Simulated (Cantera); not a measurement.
Charge: 1 mol C3H8, 0.29 mol H2O, 3.4 mol H2, equilibrated at 101000 Pa.

Cantera equilibrium calculation (NASA polynomials, part measured and part estimated; ideal gas, pure solids and liquids). Candidate condensed phases: C, C6H6, C7H8, C8H18, H2O; 110 gas species. Kinetics and transport are ignored.

Q: What share of the C ends up in condensed phases as a function of T (K), at 1250, 1450, 1650, 1850, 2050, 2250, 2450, 2650, 2850?

A: 
```
T (K)  C condensed (%)           as
-----  ---------------  -----------
1250              87.8  C(graphite)
1450              89.5  C(graphite)
1650              90.0  C(graphite)
1850              90.0  C(graphite)
2050              89.7  C(graphite)
2250              88.6  C(graphite)
2450              85.8  C(graphite)
2650              80.4  C(graphite)
2850              70.8  C(graphite)
```
